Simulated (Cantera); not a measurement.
Charge: 1 mol Ti(OiPr)₄, 6.9 mol H₂O, equilibrated at 1375 K and 0.000240 bar.

Equilibrium computed with Cantera from the NASA thermochemical tables; the gas is ideal and each condensed phase is pure. Candidate condensed phases: C, C₆H₆, C₇H₈, C₈H₁₈, H₂O, Ti, TiC, TiO, TiO₂, Ti₂O₃, Ti₃O₅, Ti₄O₇; 113 gas species. The feed counts by its element totals alone. TiC: taken at fixed stoichiometry. Rates play no part.

Base state: H₂ 0.657, CO 0.343, H 0.000179 (mole fractions); condensed: C(graphite) + TiC(s).

What changes in the equilibrium state with this change: pressure from 0.000240 bar to 0.270 bar?


```
species             before     after
----------------  --------  --------
H₂                   0.657     0.693
CO                   0.343     0.306
CH₄                5.16e-7  0.000645
H₂O                2.49e-7  0.000264
CO₂                6.27e-8   5.64e-5
H                 0.000179   5.49e-6
C(graphite), mol    0.0999      2.76
TiC(s), mol           1.00         0
Ti₃O₅(s), mol            0     0.333
```
